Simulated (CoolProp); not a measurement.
Cyclopropane along the isobar 6.49 bar: density (kg/m³) from the reference equation and from simpler models built on Tc = 125.5 °C, pc = 56.05 bar, ω = 0.131; each cubic takes its own stable root.

Values from CoolProp's reference Helmholtz-energy equation of state, Polt 1992. This equation is an older, rougher fit.

```
T (°C)  phase  reference  van der Waals  Soave-Redlich-Kwong
------  -----  ---------  -------------  -------------------
40.35     gas      11.58          11.20                11.46
63.15     gas      10.54          10.33                10.49
85.95     gas      9.711          9.588                9.695
108.75    gas      9.026          8.954                9.020
131.55    gas      8.446          8.403                8.442
154.25    gas      7.947          7.921                7.941
177.05    gas      7.507          7.491                7.499
199.85    gas      7.118          7.107                7.106
```
